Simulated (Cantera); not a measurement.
**Transport properties of process gases**

Gas mixture: C2H4 = 0.73 (molar parts), at 4.93 atm, frozen composition.

Cantera's kinetic-theory transport with the Lennard-Jones parameters of GRI-Mech 3.0, ideal gas; thermal conductivity in the mixture-averaged form. The composition is frozen, though it would react at the higher temperatures.

```csv
T (K),ρ (kg/m³),cp (J/kg/K),μ (µPa s),λ (mW/m/K),Pr,D (cm²/s) H2,D (cm²/s) CH4,D (cm²/s) NH3
400,4.22,1877,13.3,33.6,0.745,0.208,0.0590,0.0564
650,2.60,2664,20.4,72.4,0.751,0.476,0.141,0.144
900,1.87,3167,26.3,112,0.743,0.822,0.248,0.261
1150,1.47,3563,31.5,150,0.747,1.24,0.377,0.405
1400,1.21,3836,36.2,186,0.747,1.72,0.526,0.571
1650,1.02,4034,40.5,219,0.745,2.25,0.693,0.758
1900,0.888,4178,44.5,250,0.743,2.85,0.877,0.964
2150,0.785,4282,48.3,279,0.741,3.50,1.08,1.19
2400,0.703,4360,52.0,306,0.740,4.19,1.29,1.43
```
D: mixture-averaged diffusion coefficient of that species in the mixture.
